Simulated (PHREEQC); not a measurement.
Consider water at 25 °C with 0.036 mol/kgw NaHSO4, 0.0028 mol/kgw Na2B4O7 and 0.00032 mol/kgw KCl. Closed to the air; pH follows from the charge balance.

Computed with PHREEQC (ion-association model, phreeqc.dat).

This is a speciation only: nothing precipitates in the calculation.

Order these S species by the share of S that they hold, largest first: NaSO4-, SO4-2, HSO4-.

SO4-2 (57 %), HSO4- (39 %), NaSO4- (4.6 %)

The pH is 1.86 and the ionic strength 0.0771 mol/kgw.
